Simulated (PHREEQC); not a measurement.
Make-up at 25 °C: 35 mmol/kgw HF, 0.43 mmol/kgw NaF and 0.0027 mmol/kgw H4SiO4. Closed to the air; pH follows from the charge balance.

The numbers come from PHREEQC with the ion-association model, phreeqc.dat.

Precipitation was switched off in this run.

Problem. Order these F species by the share of F that they hold, largest first: HF, F-, HF2-.

Solution. HF (84 %), F- (13 %), HF2- (3.0 %)

The pH is 2.35 and the ionic strength 0.00528 mol/kgw. Species that the database lacks are ignored. SiF6-2 is the database's only silicon fluoride.
